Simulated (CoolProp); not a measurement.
Computed with CoolProp (reference Helmholtz-energy equation of state, Akasaka 2019).

**Question.** Give the vapour pressure (MPa), liquid density (kg/m³), vapour density (kg/m³), enthalpy of vaporisation (kJ/kg) of saturated R1234ze(Z) at 379.8 K.

**Answer.** 
```
T (K)  p (MPa)  liquid density (kg/m³)  vapour density (kg/m³)  enthalpy of vaporisation (kJ/kg)
-----  -------  ----------------------  ----------------------  --------------------------------
379.8     1.55                     951                    81.7                               136
```
